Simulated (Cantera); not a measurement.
An isothermal, constant-pressure homogeneous reactor starts with 81.3 % N₂O, 18.7 % O₂, at 1250 K and 1.00 bar.

Computed with Cantera and GRI-Mech 3.0 (53 species, 325 reactions). GRI-Mech 3.0 was tuned for natural gas; its chemistry of N2O as a main component is partial and can be far from experiment. The mechanism lacks the step 2 NO + O2 → 2 NO2, which can matter for NO2 below about 1400 K. The temperature is held fixed by assumption; the heat of reaction is taken as removed at once.

x: mole fraction; the columns are a selection and need not sum to one.

```csv
t (s),x N₂O,x O₂,x NO₂,x N₂,x NO,x O
3.00e-6,0.813,0.187,<1e-12,2.08e-6,9.24e-8,___
1.18e-5,0.813,0.187,4.86e-12,1.02e-5,9.61e-7,___
4.60e-5,0.813,0.187,1.82e-10,4.75e-5,5.90e-6,3.64e-6
0.000180,0.813,0.187,3.46e-9,0.000195,2.58e-5,3.64e-6
0.000706,0.812,0.187,5.45e-8,0.000774,0.000104,3.64e-6
0.00277,0.808,0.188,7.62e-7,0.00303,0.000407,3.64e-6
0.0108,0.795,0.191,8.19e-6,0.0118,0.00157,3.62e-6
0.0425,0.747,0.203,5.05e-5,0.0440,0.00583,3.53e-6
0.166,0.593,0.241,0.000187,0.147,0.0189,___
0.652,0.284,0.318,0.000435,0.355,0.0423,___
2.55,0.0405,0.383,0.000586,0.523,0.0530,___
10.0,0.000149,0.395,0.000945,0.552,0.0524,___
```

Question: Complete the blanks.

Answer: 
- 3.00e-6, x O: 1.40e-6
- 1.18e-5, x O: 3.10e-6
- 0.166, x O: 3.22e-6
- 0.652, x O: 2.24e-6
- 2.55, x O: 5.78e-7
- 10.0, x O: 4.57e-8
